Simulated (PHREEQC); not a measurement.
Solution (25 °C): 0.0034 mol Ca(OH)2 per kg of water. Closed to the air; pH follows from the charge balance.

Model: ion-association model, phreeqc.dat, run in PHREEQC.

```
Quantity                        Value
--------------------  ---------------
pH                              11.77
ionic strength        0.00974 mol/kgw
specific conductance       1540 µS/cm
total alkalinity          6.80 meq/kg
```

| species | molality | activity | log γ |
|---|---|---|---|
| OH- | 0.00657 | 0.00592 | -0.045 |
| Ca+2 | 0.00317 | 0.00214 | -0.172 |
| CaOH+ | 0.000230 | 0.000207 | -0.044 |

Precipitation was switched off in this run. Complexes and solids missing from the database can't appear.
